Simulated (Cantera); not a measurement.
A freely propagating, adiabatic, planar premixed flame of 8.63 % CH4, 3.19 % CO, 20.5 % O2, 67.6 % N2, unburnt at 475 K and 100.0 Torr; mixture-averaged transport, grid criteria slope 0.08 and curve 0.16, no radiation.

Model: GRI-Mech 3.0 (53 species, 325 reactions), integrated in Cantera. Burning velocities carry a grid error of a few per cent, more on coarse grids.

Predict: laminar burning velocity; thermal thickness; peak x(OH); peak x(O).


```json
{
 "laminar_burning_velocity": "151 cm/s",
 "thermal_thickness": "1.90 mm",
 "peak x(OH)": "0.0124",
 "peak x(O)": "0.0105"
}
```
